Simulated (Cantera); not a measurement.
Input (Python, Cantera) and output of one run.

```python
import numpy as np
import cantera as ct

gas_names = """
    CL CL2 H HCL H2 N NH NH2 NH3 N2 N2H2 N2H4 Si SiCL SiCL2 SiCL3 SiCL4 SiH SiHCL3 SiH2 SiH2CL2 SiH3
    SiH3CL SiH4 SiN Si2 Si2N Si3
""".split()
cond_names = """
    NH4CL(a) NH4CL(b) Si(cr) Si(L) Si3N4(a)
""".split()


def load(file, names, dense=False):
    # The tables refer to 1 bar. Condensed volumes are neglected.
    table = {s.name: s for s in ct.Species.list_from_file(file)}
    out = []
    for n in names:
        d = dict(table[n].input_data)
        d["thermo"] = dict(d["thermo"], **{"reference-pressure": 1e5})
        if dense:
            d["equation-of-state"] = {"model": "constant-volume", "density": "1e6 g/cm^3"}
        out.append(ct.Species.from_dict(d))
    return out


gas = ct.Solution(thermo="ideal-gas", species=load("nasa_gas.yaml", gas_names))
cond = {s.name: ct.Solution(thermo="fixed-stoichiometry", species=[s], name=s.name)
        for s in load("nasa_condensed.yaml", cond_names, dense=True)}
atoms = {
    'Si2H6': {'Si': 2, 'H': 6},
    'N2': {'N': 2},
    'Cl2': {'CL': 2},
}
top_T = {'Si3N4(a)': 2400}  # K; cautious upper limits of use, not melting points


def equilibrate(T, P, feed):
    n = {}
    for name, mol in feed.items():
        for a, k in atoms[name].items():
            n[a] = n.get(a, 0.0) + k * mol
    gas.TPX = T, P, n
    mass = sum(n.values()) * gas.mean_molecular_weight
    gas.equilibrate("TP")
    valid = [c for c in cond.values() if c.min_temp <= T <= top_T.get(c.name, c.max_temp)]
    mix = ct.Mixture([(gas, mass / gas.mean_molecular_weight)] + [(c, 0.0) for c in valid])
    mix.T, mix.P = T, P
    mix.equilibrate("TP", solver="vcs", rtol=1e-11, max_steps=5000)
    return mix


results = []
feed = {'Si2H6': 1, 'N2': 24, 'Cl2': 0.01}  # mol
T = 1450  # K
P = 2500  # Pa
mix = equilibrate(T, P, feed)
results.append((T, P, feed, dict(zip(mix.species_names, mix.species_moles))))
x = sorted(zip(gas.X, gas.species_names), reverse=True)
print(f"T = {T:g} K  P = {P:g} Pa  gas = {mix.phase_moles(0):.4g} mol")
print("   x: " + "  ".join(f"{s} {v:.3e}" for v, s in x if v > 0.0001))
print("   condensed (mol): " + ("  ".join(f"{mix.phase(i).name} {mix.phase_moles(i):.4g}"
      for i in range(1, mix.n_phases) if mix.phase_moles(i) > 1e-12) or "none"))
```

It prints:

```
T = 1450 K  P = 2500 Pa  gas = 25.68 mol
   x: N2 8.828e-01  H2 1.164e-01  HCL 7.785e-04
   condensed (mol): Si3N4(a) 0.6667
```

Equilibrium computed with Cantera from the NASA thermochemical tables; the gas is ideal and each condensed phase is pure. The feed counts by its element totals alone. N2 is the only nitrogen source here; it is nearly inert below about 1500 K, so the nitride shown seldom forms there in practice.
